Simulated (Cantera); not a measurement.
An isothermal, constant-pressure homogeneous reactor starts with CH₄ : H₂ = 1 : 21 (molar parts), at 1675 K and 1.01 bar.

Detailed kinetics in Cantera: GRI-Mech 3.0 (53 species, 325 reactions). GRI-Mech 3.0 stops at C3 and has no aromatics, soot or wall deposition, so with more carbon than oxygen in the feed, carbon stays in small species such as C2H2 where larger ones or solid carbon would form.

One state of this run: x CH₄ = 0.0290; x H₂ = 0.963; x H = 0.000111; x C₂H₄ = 0.000450; x CH₂ = 7.71e-9; x C₂H₂ = 0.00738. x: mole fraction; the columns are a selection and need not sum to one.

### Question
Which value of t (s) does it belong to?
A) 0.0634
B) 0.142
C) 0.00112
D) 0.318

### Answer
B, 0.142
